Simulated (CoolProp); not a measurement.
Hydrogen chloride along the isotherm 273.1 K: density (kg/m³) from the reference equation and from simpler models built on Tc = 324.7 K, pc = 8.314 MPa, ω = 0.130; each cubic takes its own stable root.

Model: reference Helmholtz-energy equation of state, Thol 2018, in CoolProp.

```
p (MPa)   phase  reference
-------  ------  ---------
9.24     liquid      958.6
18.5     liquid      990.7
27.7     liquid       1016
36.9     liquid       1037
46.2     liquid       1056
55.4     liquid       1072
64.7     liquid       1087
73.9     liquid       1101
83.1     liquid       1113
```

### Question
How far does each simpler model (Redlich-Kwong, Soave-Redlich-Kwong, Peng-Robinson) lie from the reference over these 9 states: mean and median of the absolute difference, and the worst?

### Answer
- Redlich-Kwong: mean 13.2 %, median 12.7 %, worst -16.1 % at 273.1 K and 9.24 MPa
- Soave-Redlich-Kwong: mean 12.4 %, median 12.0 %, worst -14.6 % at 273.1 K and 9.24 MPa
- Peng-Robinson: mean 1.7 %, median 1.4 %, worst -3.5 % at 273.1 K and 9.24 MPa
